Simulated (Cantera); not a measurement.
An adiabatic, constant-pressure homogeneous reactor starts with CH4 : H2 : O2 : N2 = 1 : 0.094 : 3.2 : 12 (molar parts), equivalence ratio 0.64, at 1375 K and 1.01 bar. Integrator tolerance rtol = 1e-08.

Detailed kinetics in Cantera: GRI-Mech 3.0 (53 species, 325 reactions).

What does this change do: initial temperature 1375 to 1725 K?


```
quantity                                                            before                                    after
---------------------------------  ---------------------------------------  ---------------------------------------
time of steepest temperature rise                                  2.03 ms                                 0.138 ms
temperature at 6.00 s                                               2491 K                                   2666 K
equilibrium temperature                                             2491 K                                   2666 K
x(CH4) at 6.00 s                     <1e-12 (gas-phase equilibrium <1e-12)    <1e-12 (gas-phase equilibrium <1e-12)
x(H2) at 6.00 s                    0.00265 (gas-phase equilibrium 0.00265)  0.00547 (gas-phase equilibrium 0.00547)
x(O2) at 6.00 s                      0.0649 (gas-phase equilibrium 0.0649)    0.0641 (gas-phase equilibrium 0.0641)
x(C2H) at 6.00 s                     <1e-12 (gas-phase equilibrium <1e-12)    <1e-12 (gas-phase equilibrium <1e-12)
x(H) at 6.00 s                     0.00124 (gas-phase equilibrium 0.00124)  0.00369 (gas-phase equilibrium 0.00369)
```

What does this change do: initial temperature 1375 to 1673 K?


```
quantity                                                            before                                    after
---------------------------------  ---------------------------------------  ---------------------------------------
time of steepest temperature rise                                  2.03 ms                                 0.190 ms
temperature at 6.00 s                                               2491 K                                   2642 K
equilibrium temperature                                             2491 K                                   2642 K
x(CH4) at 6.00 s                     <1e-12 (gas-phase equilibrium <1e-12)    <1e-12 (gas-phase equilibrium <1e-12)
x(H2) at 6.00 s                    0.00265 (gas-phase equilibrium 0.00265)  0.00500 (gas-phase equilibrium 0.00500)
x(O2) at 6.00 s                      0.0649 (gas-phase equilibrium 0.0649)    0.0642 (gas-phase equilibrium 0.0642)
x(C2H) at 6.00 s                     <1e-12 (gas-phase equilibrium <1e-12)    <1e-12 (gas-phase equilibrium <1e-12)
x(H) at 6.00 s                     0.00124 (gas-phase equilibrium 0.00124)  0.00322 (gas-phase equilibrium 0.00322)
```
